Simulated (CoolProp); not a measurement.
Properties of octamethylcyclotetrasiloxane (D4) at several states (Tc = 313.4 °C, pc = 13.47 bar, ω = 0.598).

The numbers come from the reference Helmholtz-energy equation of state, Thol 2015 in CoolProp.

```tsv
T (°C)	p (bar)	phase	cv (kJ/(kg K))	isothermal compressibility (1/MPa)	fugacity coefficient
346.15	41.8	supercritical	2.062	0.06466	(withheld)
245.15	54.5	liquid	(withheld)	(withheld)	(withheld)
186.25	0.483	gas	1.677	(withheld)	(withheld)
178.85	1.82	liquid	(withheld)	0.007399	0.5610
```

Problem. Fill in the missing entries.

Solution. 
- 346.15, fugacity coefficient: 0.3842
- 245.15, cv (kJ/(kg K)): 1.866
- 245.15, isothermal compressibility (1/MPa): 0.01017
- 245.15, fugacity coefficient: 0.1106
- 186.25, isothermal compressibility (1/MPa): 21.42
- 186.25, fugacity coefficient: 0.9688
- 178.85, cv (kJ/(kg K)): 1.721
